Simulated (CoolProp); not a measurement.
Vapour-liquid equilibrium of ethylene (1) + n-butane (2) at 0.106 MPa; x and y are mole fractions of (1).

Computed with CoolProp (multi-fluid Helmholtz-energy mixture model, Smukala 2000 and Bücker 2006; pair parameters Bell 2016).

```tsv
x	bubble temperature (K)	y at the bubble point	dew temperature at overall composition x (K)	liquid density (mol/L)
0.05	234.0	0.835	272.5	11.26
0.125	211.4	0.960	270.3	12.04
0.2	201.9	0.981	268.0	12.64
0.275	196.1	0.989	265.5	13.20
0.35	191.8	0.993	262.8	13.78
0.425	188.2	0.995	259.9	14.38
0.5	185.0	0.997	256.7	15.02
0.575	182.1	0.998	253.0	15.69
0.65	179.4	0.999	248.8	16.40
0.725	176.9	0.999	243.8	17.15
0.8	174.7	1.000	237.6	17.94
0.875	172.8	1.000	229.1	18.77
0.95	171.1	1.000	214.6	19.62
```

No azeotrope shows between x = 0.05 and 0.95.

The pair parameters rest on a limited set of measurements; away from them the model extrapolates. The gap from Raoult's law changes sign with composition, which may be real or a fault of the pair parameters; it wasn't checked against measurements.
